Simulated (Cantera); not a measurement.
# C2H4 + H2 + N2 (carbon deposition, reforming and gasification)

Charge: 1 mol C2H4, 69 mol H2, 7.9 mol N2, equilibrated at 0.0100 bar.

Cantera equilibrium calculation (NASA polynomials, part measured and part estimated; ideal gas, pure solids and liquids). Candidate condensed phases: C, C6H6, C7H8, C8H18; 92 gas species. Rates play no part.

```
T (K)  log p H2  log p N2  log p CH4  log p H  log p HCN  log p C2H2 (acetylene)  n C(graphite)
-----  --------  --------  ---------  -------  ---------  ----------------------  -------------
625       -2.06     -2.99      -3.58     <-14     -13.15                    <-14              0
725       -2.06     -2.99      -3.58     <-14     -10.63                    <-14              0
825       -2.05     -3.00      -4.14   -12.13      -9.29                  -13.49           1.44
925       -2.05     -3.00      -4.74   -10.61      -8.37                  -11.94           1.86
1025      -2.05     -3.00      -5.23    -9.38      -7.64                  -10.70           1.95
1125      -2.05     -3.00      -5.63    -8.38      -7.04                   -9.68           1.98
1225      -2.05     -3.00      -5.97    -7.53      -6.53                   -8.84           1.99
1325      -2.05     -3.00      -6.26    -6.81      -6.11                   -8.12           1.99
1425      -2.05     -3.00      -6.52    -6.19      -5.74                   -7.50           1.98
1525      -2.05     -3.00      -6.73    -5.65      -5.42                   -6.96           1.97
1625      -2.05     -3.00      -6.93    -5.17      -5.15                   -6.50           1.94
1725      -2.05     -3.00      -7.09    -4.75      -4.90                   -6.08           1.88
1825      -2.05     -3.01      -7.25    -4.38      -4.69                   -5.72           1.80
```
log p: log10 of the partial pressure in bar; n: condensed amount in mol.

From 625 K to 725 K nothing is condensed. From 825 K to 1825 K the condensed part is C(graphite). The main C-bearing gas is CH4 at 625 K and HCN at 1825 K.
